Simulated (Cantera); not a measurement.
Input: 1 mol S, 5.6 mol H2O, 4.2 mol O2, 0.022 mol SO2, held at 2900 K and 7.90 bar.

These are equilibrium values from Cantera (NASA tables, ideal gas, pure condensed phases), not measurements of a reactor. Candidate condensed phases: H2O, H2SO4, S; 19 gas species. Rates play no part.

Base state: H2O 0.508, O2 0.299, SO2 0.0978, OH 0.0623, O 0.0155, H2 0.0104, H 0.00418, SO 0.00262 (mole fractions); condensed: gas only.

Problem. What changes in the equilibrium state with this change: pressure from 7.90 bar to 4.00 bar?

Solution. 
```json
[
 {"species": "H2O", "before": "0.508", "after": "0.492"},
 {"species": "O2", "before": "0.299", "after": "0.294"},
 {"species": "SO2", "before": "0.0978", "after": "0.0958"},
 {"species": "OH", "before": "0.0623", "after": "0.0723"},
 {"species": "O", "before": "0.0155", "after": "0.0215"},
 {"species": "H2", "before": "0.0104", "after": "0.0144"},
 {"species": "S", "before": "1.51e-5", "after": "2.98e-5"},
 {"species": "H", "before": "0.00418", "after": "0.00688"},
 {"species": "SH", "before": "6.54e-6", "after": "1.08e-5"}
]
```
